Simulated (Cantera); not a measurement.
Charge: 1 mol CH4, 0.031 mol CO2, 43 mol H2, equilibrated at 0.133 bar.

Cantera equilibrium calculation (NASA polynomials, part measured and part estimated; ideal gas, pure solids and liquids). Candidate condensed phases: C, C6H6, C7H8, C8H18, H2O; 110 gas species. Rates play no part. All values below are at 1102 °C.

Base state: H2 0.998, CO 0.00138, CH4 0.000661 (mole fractions); condensed: C(graphite).

### Question
What changes in the equilibrium state with this change: CO2 from 0.031 to 0.22 mol?

### Answer
```csv
species,before,after
H2,0.998,0.990
CO,0.00138,0.00968
CH4,0.000661,0.000650
"C(graphite), mol",0.939,0.751
```
